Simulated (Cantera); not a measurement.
Charge: 1 mol c-C4F8, 0.26 mol HCl, at 2150 K and 10.0 Pa.

Equilibrium computed with Cantera from the NASA thermochemical tables; the gas is ideal and each condensed phase is pure. Candidate condensed phases: C, C6H6, C7H8, C8H18; 118 gas species. The feed counts by its element totals alone. Gases not in the tables: C2F6 and larger saturated fluorocarbons. The numbers say what is thermodynamically allowed, not how fast it happens.

Base state: F 0.797, CF2 0.123, Cl 0.0355, HF 0.0355, CF 0.00735, CF4 0.00121, CF3 0.000483 (mole fractions); condensed: C(graphite).

What changes in the equilibrium state with this change: temperature from 2150 K to 3573 K?


```tsv
species	before	after
F	0.797	0.640
C	6.15e-6	0.314
Cl	0.0355	0.0209
CF2	0.123	1.47e-7
H	5.74e-6	0.0207
HF	0.0355	0.000185
CF4	0.00121	<1e-9
CF3	0.000483	<1e-9
C2	7.42e-7	0.00239
C3	8.57e-6	0.000135
CF	0.00735	0.00127
C(graphite), mol	3.03	0
```

What changes in the equilibrium state with this change: HCl from 0.26 to 0.085 mol?


```csv
species,before,after
F,0.797,0.832
CF2,0.123,0.134
Cl,0.0355,0.0120
HF,0.0355,0.0120
CF4,0.00121,0.00144
CF3,0.000483,0.000550
CF,0.00735,0.00767
"C(graphite), mol",3.03,2.98
```
